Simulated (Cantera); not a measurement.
A Cantera script and its output.

```python
import numpy as np
import cantera as ct

gas = ct.Solution("gri30.yaml")
gas.TP = 300, 100000
flame = ct.CounterflowDiffusionFlame(gas, width=0.02)
flame.fuel_inlet.X, flame.fuel_inlet.T = {'CO': 1, 'H2': 0.74, 'N2': 0.3}, 300
flame.oxidizer_inlet.X, flame.oxidizer_inlet.T = {'O2': 0.2, 'N2': 0.8}, 775
flame.set_refine_criteria(ratio=3, slope=0.12, curve=0.24, prune=0.03)
show = ['OH', 'H', 'NO', 'CO']

rows = []
print(f"{'mdot':>8s}{'a_max':>10s}{'a_mean':>10s}{'Tmax/K':>9s}" + "".join(f"{s:>11s}" for s in show) + "   (peak mole fractions)")
for i, mdot in enumerate([0.6, 0.77, 0.99, 1.3, 1.6, 2.1, 2.7, 3.4, 4.4, 5.6]):  # kg/m2/s on the oxidiser side
    flame.oxidizer_inlet.mdot, flame.fuel_inlet.mdot = mdot, 1.5 * mdot
    flame.solve(loglevel=0, auto=(i == 0))
    if flame.T.max() < max(300, 775) + 100:
        print(f"{mdot:8.3g}  no burning solution found from the previous one")
        break
    dT = np.abs(np.gradient(flame.T, flame.grid))
    rows.append([flame.strain_rate("max"), flame.strain_rate("mean"), flame.T.max(),
                 *(flame.X[gas.species_index(s)].max() for s in show), max(dT[0], dT[-1]) / dT.max()])
    print(f"{mdot:8.3g}{rows[-1][0]:10.1f}{rows[-1][1]:10.1f}{rows[-1][2]:9.1f}" + "".join(f"{x:11.3e}" for x in rows[-1][3:-1]))
```

Output:

```
    mdot     a_max    a_mean   Tmax/K         OH          H         NO         CO   (peak mole fractions)
     0.6     492.0     127.5   2168.3  1.264e-02  1.195e-02  1.130e-04  5.140e-01
    0.77     620.2     163.6   2135.4  1.268e-02  1.312e-02  9.138e-05  5.132e-01
    0.99     783.1     210.4   2099.1  1.268e-02  1.430e-02  7.438e-05  5.124e-01
     1.3    1013.7     276.3   2058.4  1.256e-02  1.572e-02  6.100e-05  5.122e-01
     1.6    1233.9     340.0   2030.6  1.255e-02  1.690e-02  5.401e-05  5.125e-01
     2.1    1595.8     446.3   1991.3  1.243e-02  1.849e-02  4.659e-05  5.123e-01
     2.7    2022.4     573.8   1952.6  1.220e-02  2.002e-02  4.088e-05  5.120e-01
     3.4    2511.2     722.5   1914.0  1.191e-02  2.140e-02  3.631e-05  5.117e-01
     4.4    3202.8     935.0   1869.1  1.146e-02  2.295e-02  3.182e-05  5.115e-01
     5.6    4024.7    1190.0   1826.2  1.101e-02  2.430e-02  2.807e-05  5.113e-01
```

Cantera simulation using GRI-Mech 3.0 (53 species, 325 reactions); the numbers are that mechanism's predictions, not measurements. The maximum strain rate includes the flame's own expansion and is several times the mean.
